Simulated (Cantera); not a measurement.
Cantera run, input and output.

```python
import numpy as np
import cantera as ct

gas = ct.Solution("gri30.yaml")
gas.TPX = 1075, 170000, {'CH4': 1, 'H2': 0.045, 'O2': 4.75, 'N2': 17.9}
reactor = ct.IdealGasReactor(gas, energy="on", clone=False)
net = ct.ReactorNet([reactor])
net.rtol, net.atol = 1e-08, 1e-16
show = ['CH4', 'H2', 'O2', 'C2H4', 'H2O', 'HCO']
times = np.geomspace(2e-06, 0.3, 11)

steps = ct.SolutionArray(gas, extra=["t"])
rows = []
print(f"{'t/s':>10s}{'T/K':>9s}{'P/Pa':>11s}" + "".join(f"{s:>11s}" for s in show))
for t in times:
    while net.time < t:
        t_next = net.step()
        steps.append(gas.state, t=t_next)
    rows.append([np.interp(t, steps.t, y) for y in (steps.T, steps.P, *steps(*show).X.T)])
    print(f"{t:10.3e}{rows[-1][0]:9.1f}{rows[-1][1]:11.4g}" + "".join(f"{x:11.3e}" for x in rows[-1][2:]))
rate = np.gradient(steps.T, steps.t)
print("integrator steps:", len(steps.t))
if steps.T.max() > steps.T[0] + 200:
    print(f"time of steepest temperature rise: {steps.t[rate.argmax()]:.4e} s")
gas.TPX = 1075, 170000, {'CH4': 1, 'H2': 0.045, 'O2': 4.75, 'N2': 17.9}
gas.equilibrate("UV")
print(f"equilibrium (UV): T = {gas.T:.1f} K  " + "  ".join(f"{s} {gas[s].X[0]:.3e}" for s in show))
```

Result:

```
       t/s      T/K       P/Pa        CH4         H2         O2       C2H4        H2O        HCO
 2.000e-06   1075.0    1.7e+05  4.220e-02  1.899e-03  2.005e-01  2.487e-21  9.170e-13  4.271e-21
 6.586e-06   1075.0    1.7e+05  4.220e-02  1.899e-03  2.005e-01  2.117e-19  9.935e-12  4.952e-20
 2.169e-05   1075.0    1.7e+05  4.220e-02  1.899e-03  2.005e-01  1.263e-17  5.768e-11  5.626e-19
 7.143e-05   1075.0    1.7e+05  4.220e-02  1.899e-03  2.005e-01  5.558e-16  3.272e-10  6.287e-18
 2.352e-04   1075.0    1.7e+05  4.220e-02  1.899e-03  2.005e-01  2.268e-14  2.502e-09  7.179e-17
 7.746e-04   1075.0    1.7e+05  4.220e-02  1.899e-03  2.005e-01  1.063e-12  2.672e-08  9.161e-16
 2.551e-03   1075.0    1.7e+05  4.220e-02  1.899e-03  2.005e-01  1.044e-10  4.671e-07  2.012e-14
 8.400e-03   1075.2    1.7e+05  4.218e-02  1.894e-03  2.004e-01  5.305e-08  2.356e-05  3.304e-12
 2.766e-02   1077.8  1.704e+05  4.188e-02  1.868e-03  2.002e-01  2.528e-06  3.090e-04  7.355e-11
 9.110e-02   2218.5   3.51e+05  2.961e-21  1.728e-04  1.130e-01  1.613e-32  8.452e-02  1.600e-11
 3.000e-01   2203.8  3.486e+05  2.301e-21  1.605e-04  1.103e-01  1.029e-32  8.464e-02  1.338e-11
integrator steps: 2199
time of steepest temperature rise: 5.4298e-02 s
equilibrium (UV): T = 2201.6 K  CH4 3.463e-21  H2 1.587e-04  O2 1.099e-01  C2H4 1.252e-32  H2O 8.466e-02  HCO 1.301e-11
```

Cantera simulation using GRI-Mech 3.0 (53 species, 325 reactions); the numbers are that mechanism's predictions, not measurements.
